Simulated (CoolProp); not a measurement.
Vapour-liquid equilibrium of m-xylene (1) + n-undecane (2) at 0.0338 MPa; x and y are mole fractions of (1).

The numbers come from the multi-fluid Helmholtz-energy mixture model, Zhou 2012 and Aleksandrov 2011; pair parameters Bell 2016 in CoolProp.

```
x     bubble temperature (K)  y at the bubble point  dew temperature at overall composition x (K)  liquid density (mol/L)
----  ----------------------  ---------------------  --------------------------------------------  ----------------------
0.05                   423.7                  0.186                                         427.5                   4.179
0.15                   414.8                  0.449                                         424.8                   4.427
0.25                   407.5                  0.620                                         421.8                   4.689
0.35                   401.2                  0.735                                         418.5                   4.966
0.45                   395.8                  0.816                                         414.8                   5.263
0.55                   391.1                  0.875                                             ?                   5.584
0.65                   386.9                  0.918                                         406.0                   5.933
0.75                   383.2                  0.950                                         400.3                   6.314
0.85                       ?                  0.974                                         393.2                   6.733
0.95                       ?                  0.993                                         383.2                       ?
```

Task: Complete the blanks.

Result: 
- 0.55, dew temperature at overall composition x (K): 410.7
- 0.85, bubble temperature (K): 379.9
- 0.95, bubble temperature (K): 376.9
- 0.95, liquid density (mol/L): 7.197

No azeotrope shows between x = 0.05 and 0.95.

Pair parameters are fitted to limited data, so mixtures are less certain than the pure fluids.
